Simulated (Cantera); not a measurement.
A Cantera script and what it prints.

```python
import numpy as np
import cantera as ct

gas_names = [...]  # 95 gases of nasa_gas.yaml made of C, F, H
cond_names = """
    C(gr) C6H6(L) C7H8(L) C8H18(L),n-octa
""".split()


# ... load() reads the species with a 1 bar reference pressure and builds the phases ...
atoms = {
    'CH2F2': {'C': 1, 'H': 2, 'F': 2},
    'F2': {'F': 2},
    'CH4': {'C': 1, 'H': 4},
}
top_T = {'C(gr)': 4500}  # K; cautious upper limits of use, not melting points


# ... equilibrate(T, P, feed) seeds the gas with the atoms and calls Mixture.equilibrate('TP', solver="vcs", rtol=1e-11, max_steps=5000) ...
results = []
feed = {'CH2F2': 1, 'F2': 0.013, 'CH4': 0.26}  # mol
T = 2625  # K
for P in [1, 6.8, 46, 320, 2200, 15000, 100000]:
    mix = equilibrate(T, P, feed)
    results.append((T, P, feed, dict(zip(mix.species_names, mix.species_moles))))

top = {s: max(r[3][s] / sum(r[3][g] for g in gas_names) for r in results) for s in gas_names}
cols = sorted((s for s in top if top[s] > 0.0001), key=lambda s: -top[s])[:9]
seen = [c for c in cond_names if any(r[3].get(c, 0) > 1e-12 for r in results)]
print("log10 of partial pressures in bar; condensed amounts in mol")
print(f"{'P/Pa':>10s}" + "".join(f"{s[:9]:>10s}" for s in cols + seen))
for T, P, feed, n in results:
    ng = sum(n[g] for g in gas_names)
    print(f"{P:10.4g}" + "".join(f"{np.log10(max(n[s] / ng * P / 1e5, 1e-99)):10.3f}" for s in cols)
          + "".join(f"{n.get(c, 0):10.4g}" for c in seen))
```

It prints:

```
log10 of partial pressures in bar; condensed amounts in mol
      P/Pa        HF         H         F        H2        C3         C        C2        CF C2H2,acet     C(gr)
         1    -5.706    -5.351    -5.645    -7.958    -6.200    -6.301    -6.992    -7.205   -10.172         0
       6.8    -4.503    -4.600    -5.192    -6.457    -5.500    -6.068    -6.526    -6.519    -8.205     0.654
        46    -3.534    -3.852    -4.971    -4.960    -5.500    -6.068    -6.526    -6.299    -6.708     1.177
       320    -2.645    -3.178    -4.756    -3.613    -5.500    -6.068    -6.526    -6.084    -5.361      1.24
      2200    -1.780    -2.635    -4.434    -2.527    -5.500    -6.068    -6.526    -5.761    -4.275     1.244
   1.5e+04    -0.931    -2.169    -4.052    -1.593    -5.500    -6.068    -6.526    -5.380    -3.341     1.243
     1e+05    -0.101    -1.737    -3.653    -0.731    -5.500    -6.068    -6.526    -4.981    -2.479     1.242
```

Cantera equilibrium calculation (NASA polynomials, part measured and part estimated; ideal gas, pure solids and liquids).
